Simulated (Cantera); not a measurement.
Input: 1 mol Si, 0.69 mol HCl, 1.1 mol H2, at 1548 K and 4.50 bar.

Cantera equilibrium calculation (NASA polynomials, part measured and part estimated; ideal gas, pure solids and liquids). Candidate condensed phases: Si; 19 gas species. The tables' values for SiCl3 are old estimates; treat these amounts as uncertain. Kinetics and transport are ignored.

Base state: H2 0.789, HCl 0.100, SiCl2 0.0424, SiCl4 0.0232, SiHCl3 0.0223, SiCl3 0.0187, SiH2Cl2 0.00350, SiH3Cl 0.000162 (mole fractions); condensed: Si(s).

Q: What changes in the equilibrium state with this change: H2 from 1.1 to 19 mol?

A: 
```csv
species,before,after
H2,0.789,0.969
HCl,0.100,0.0272
SiCl2,0.0424,0.00254
SiCl4,0.0232,8.32e-5
SiCl3,0.0187,0.000275
SiHCl3,0.0223,0.000362
SiH2Cl2,0.00350,0.000257
SiH3Cl,0.000162,5.40e-5
"Si(s), mol",0.814,0.930
```
